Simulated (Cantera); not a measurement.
An adiabatic, constant-pressure homogeneous reactor starts with C3H8 : O2 : N2 = 1 : 14.3 : 53.7 (molar parts), equivalence ratio 0.35, at 1525 K and 4.93 atm. Integrator tolerance rtol = 1e-08.

Cantera simulation using GRI-Mech 3.0 (53 species, 325 reactions); the numbers are that mechanism's predictions, not measurements. GRI-Mech 3.0 was tuned for natural gas; its chemistry of propane as a main component is partial and can be far from experiment.

```tsv
quantity	before	after
time of steepest temperature rise	22.5 µs	20.9 µs
temperature at 4.00 s	2255 K	2427 K
equilibrium temperature	2255 K	2427 K
x(C3H8) at 4.00 s	<1e-12 (gas-phase equilibrium <1e-12)	<1e-12 (gas-phase equilibrium <1e-12)
x(O2) at 4.00 s	0.127 (gas-phase equilibrium 0.127)	0.124 (gas-phase equilibrium 0.124)
x(HCN) at 4.00 s	<1e-12 (gas-phase equilibrium <1e-12)	<1e-12 (gas-phase equilibrium <1e-12)
x(O) at 4.00 s	0.000607 (gas-phase equilibrium 0.000607)	0.00124 (gas-phase equilibrium 0.00124)
x(H2) at 4.00 s	0.000112 (gas-phase equilibrium 0.000112)	0.000226 (gas-phase equilibrium 0.000226)
x(CH2) at 4.00 s	<1e-12 (gas-phase equilibrium <1e-12)	<1e-12 (gas-phase equilibrium <1e-12)
```

Task: Which change was made?
A) constant volume in place of constant pressure
B) pressure from 4.93 atm to 14.8 atm
C) pressure from 4.93 atm to 9.87 atm
D) initial temperature 1525 to 1075 K

Result: A, constant volume in place of constant pressure
